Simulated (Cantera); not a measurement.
Feed: 1 mol V₂O₃, 27 mol H₂, 0.64 mol H₂O, held at 1.35 Torr.

Equilibrium computed with Cantera from the NASA thermochemical tables; the gas is ideal and each condensed phase is pure. Candidate condensed phases: H₂O, V, VO, V₂O₃, V₂O₄, V₂O₅; 12 gas species. Condensed phases not in the tables: the oxides between V₂O₃ and V₂O₅ other than VO₂. Rates play no part.

Problem. At 1700 K, list the 4 most abundant gas species with their mole fractions, and the condensed phases.

Solution. H₂ 0.973, H₂O 0.0231, H 0.00343, VO₂ 4.73e-5. Condensed: V₂O₃(s).
